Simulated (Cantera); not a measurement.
Charge: 1 mol B2H6, 13 mol NH3, at 10.0 Torr.

Equilibrium computed with Cantera from the NASA thermochemical tables; the gas is ideal and each condensed phase is pure. Candidate condensed phases: B, BN; 15 gas species. The feed counts by its element totals alone. Kinetics and transport are ignored. All values below are at 800 K.

Base state: H2 0.804, N2 0.196, NH3 1.27e-5 (mole fractions); condensed: BN(s).

What changes in the equilibrium state with this change: NH3 from 13 to 0.52 mol?


| species | before | after |
|---|---|---|
| H2 | 0.804 | 1.00 |
| NH3 | 1.27e-5 | <1e-9 |
| N2 | 0.196 | <1e-9 |
| BN(s), mol | 2.00 | 0.520 |
| B(s), mol | 0 | 1.48 |
